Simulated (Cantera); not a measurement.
A closed system holds: 1 mol Si, 1.9 mol Cl2, 16 mol H2, equilibrated at 0.100 bar.

These are equilibrium values from Cantera (NASA tables, ideal gas, pure condensed phases), not measurements of a reactor. Candidate condensed phases: Si; 19 gas species. Kinetics and transport are ignored.

Over these rows the condensed part is Si(s). Partial pressures as log10 of bar:

| T (K) | 1000/T (1/K) | log p SiCl2 | log p H2 | log p HCl | log p SiCl4 | log p SiHCl3 |
|---|---|---|---|---|---|---|
| 998 | 1.0020 | -4.32 | -1.03 | -2.79 | -2.41 | -2.81 |
| 1073 | 0.9320 | -3.77 | -1.04 | -2.55 | -2.45 | -2.85 |
| 1148 | 0.8711 | -3.31 | -1.04 | -2.35 | -2.53 | -2.92 |
| 1223 | 0.8177 | -2.94 | -1.05 | -2.19 | -2.66 | -3.04 |
| 1298 | 0.7704 | -2.67 | -1.06 | -2.08 | -2.89 | -3.22 |
| 1373 | 0.7283 | ? | -1.07 | -2.01 | -3.22 | -3.47 |

Question: Fit log p(SiCl2) = a + b·(1000/T) to the five rows, give the apparent enthalpy, and predict the row at 1373 K.

Answer: Means: 1000/T = 0.8786, log p = -3.402. Sxy = -0.240961, Sxx = 0.0335514, so b = -7.18 and a = -3.402 − (-7.18)×0.8786 = 2.91.
Apparent enthalpy: −19.145 × (-7.18) = 137 kJ/mol. With the condensed phases at unit activity, 1/2 Si(s) + 1/2 SiCl4(g) = SiCl2(g) links this pressure to the main gases: over the six rows their terms move log p by -0.41 in all, so the slope isn't that reaction's ΔH° alone. The five rows lie within 0.05 of the line.
Prediction at 1373 K: 2.91 + (-7.18)×0.7283 = -2.32. The computed value is -2.50, 0.18 from the line.
